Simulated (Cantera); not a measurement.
Charge: 1 mol SiH4, 28 mol N2, 23 mol NH3, held at 1575 K and 21.0 mbar.

Cantera equilibrium calculation (NASA polynomials, part measured and part estimated; ideal gas, pure solids and liquids). Candidate condensed phases: Si, Si3N4; 18 gas species. Rates play no part.

Base state: N2 0.515, H2 0.484, H 0.000200 (mole fractions); condensed: Si3N4(s).

Q: What changes in the equilibrium state with this change: temperature from 1575 K to 1875 K?

A: 
```tsv
species	before	after
N2	0.515	0.519
H2	0.484	0.478
H	0.000200	0.00313
Si	1.87e-7	0.000431
Si2N	2.05e-9	2.39e-5
SiH	4.50e-8	4.00e-5
Si3N4(s), mol	0.333	0
Si(l), mol	0	0.957
```
The tables' values for SiN are old estimates; treat these amounts as uncertain. Gases not in the tables: Si2H6 and higher silanes.
